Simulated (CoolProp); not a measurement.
Vapour-liquid equilibrium of dimethyl ether (1) + chloromethane (R40) (2) at 271 kPa; x and y are mole fractions of (1).

Model: multi-fluid Helmholtz-energy mixture model, Wu 2011 and Thol 2014; pair parameters Bell 2016, in CoolProp.

```
x     bubble temperature (°C)  y at the bubble point  dew temperature at overall composition x (°C)  liquid density (mol/L)
----  -----------------------  ---------------------  ---------------------------------------------  ----------------------
0.05                      1.5                  0.043                                            1.5                   18.75
0.2                       2.1                  0.184                                            2.2                   18.10
0.35                      2.5                  0.341                                            2.5                   17.49
0.5                       2.5                  0.505                                            2.5                   16.91
0.65                      2.2                  0.669                                            2.3                   16.36
0.8                       1.6                  0.823                                            1.8                   15.84
0.95                      0.8                  0.960                                            0.9                   15.34
```

y crosses x between x = 0.35 and 0.5: the model has an azeotrope there.

Pair parameters are fitted to limited data, so mixtures are less certain than the pure fluids.
